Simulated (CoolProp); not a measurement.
Vapour-liquid equilibrium of R125 (1) + R227EA (2) at 307.4 K; x and y are mole fractions of (1).

The numbers come from the multi-fluid Helmholtz-energy mixture model, Lemmon 2005 and Lemmon 2016; pair parameters Bell 2016 in CoolProp.

```tsv
x	bubble pressure, mixture model (kPa)	bubble pressure, Raoult's law (kPa)	y, mixture model	y, Raoult's law
0.05	___	655.2	___	0.133
0.15	747.7	770.0	___	0.340
0.25	851.9	884.8	0.430	0.493
0.35	959.2	999.5	0.546	0.611
0.45	1070	1114	___	0.705
0.55	1183	1229	___	0.781
0.65	___	1344	0.797	0.844
0.75	1421	1459	0.862	0.898
0.85	1546	1573	0.920	0.943
0.95	1677	1688	0.974	0.982
```

Complete the blanks.


- 0.05, bubble pressure, mixture model (kPa): 646.9
- 0.05, y, mixture model: 0.108
- 0.15, y, mixture model: 0.287
- 0.45, y, mixture model: 0.643
- 0.55, y, mixture model: 0.725
- 0.65, bubble pressure, mixture model (kPa): 1300

The largest gap from Raoult's law is -4.0 % in bubble pressure, at x = 0.35. No azeotrope shows between x = 0.05 and 0.95.

Pair parameters are fitted to limited data, so mixtures are less certain than the pure fluids.
